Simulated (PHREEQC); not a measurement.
Make-up at 25 °C: 0.026 mol HCl and 0.01 mol Al2(SO4)3 per kg of water. Closed to the air; pH follows from the charge balance.

Equilibrium calculation in PHREEQC: ion-association model, wateq4f.dat.

Each row changes one thing in this solution. Precipitation was switched off in this run.

```
case                                                pH  ionic strength (mol/kgw)  SO4-2 (mol/kgw)  HSO4- (mol/kgw)
------------------------------------------------  ----  ------------------------  ---------------  ---------------
as made                                           1.78                    0.0722          0.00759          0.00631
diluted 5-fold with water                         2.39                    0.0174          0.00250         0.000674
Al2(SO4)3 from 0.01 to 0.1 mol/kgw                2.08                     0.311           0.0526           0.0151
diluted 10-fold with water                        2.66                   0.00964          0.00149         0.000234
Al2(SO4)3 replaced by H2SO4 at the same molality  1.47                    0.0429                ?          0.00657
temperature from 25 to 45 °C                      1.82                    0.0696          0.00634          0.00769
diluted 100-fold with water                       3.60                         ?         0.000233          5.00e-6
HCl from 0.026 to 0.013 mol/kgw                   2.10                    0.0569          0.00872          0.00367
```

Question: Fill in the missing entries.

Answer: 
- Al2(SO4)3 replaced by H2SO4 at the same molality, SO4-2 (mol/kgw): 0.00343
- diluted 100-fold with water, ionic strength (mol/kgw): 0.00137

Constants without temperature data keep their 25 °C values here.
